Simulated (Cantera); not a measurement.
Cantera with NASA thermochemical tables; ideal gases at 1 bar, condensed phases pure. Values are per mole of reaction as written; species without (g) are pure solids or liquids, kept so even where they would boil at 1 bar.

Q: Between 823 and 1273 K, where is each reaction favourable under standard conditions?
- CF4(g) + 2 CH3(g) + CuF2(g) → 3 CH2F2(g) + Cu

A: 
- CF4(g) + 2 CH3(g) + CuF2(g) → 3 CH2F2(g) + Cu: ΔG° is -326 kJ at 823 K and -253 kJ at 1273 K; it stays negative (K > 1). ΔH° is -458 kJ and ΔS° -161 J/K at 1273 K.
